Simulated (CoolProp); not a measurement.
Vapour pressure (MPa) of R114: the reference equation beside estimates from Tc = 420.6 K, pc = 3.352 MPa, ω = 0.252. Clausius-Clapeyron is anchored at 351.2 K with a constant enthalpy of vaporisation of 17.59 kJ/mol.

Values from CoolProp's reference Helmholtz-energy equation of state, Platzer 1990. This equation is an older, rougher fit; its heat capacities, sound speeds and derivatives of the liquid may be far off and weren't checked against measurements.

```tsv
T (K)	reference	Clausius-Clapeyron	Soave-Redlich-Kwong	Peng-Robinson
316.3	0.3701	0.4583	0.3686	0.3650
323.3	0.4487	0.5297	0.4481	0.4431
330.3	0.5391	0.6085	0.5397	0.5332
337.2	0.6410	0.6937	0.6432	0.6350
344.2	0.7583	0.7882	0.7625	0.7525
351.2	0.8909	0.8909	0.8974	0.8856
358.2	1.040	1.002	1.049	1.036
365.1	1.204	1.121	1.217	1.201
372.1	1.390	1.250	1.406	1.389
379.1	1.597	1.388	1.615	1.597
```

Absolute difference from the reference over all 10 rows, mean and median: Clausius-Clapeyron 10.1 and 9.1 %, Soave-Redlich-Kwong 0.7 and 0.6 %, Peng-Robinson 0.7 and 0.7 %.
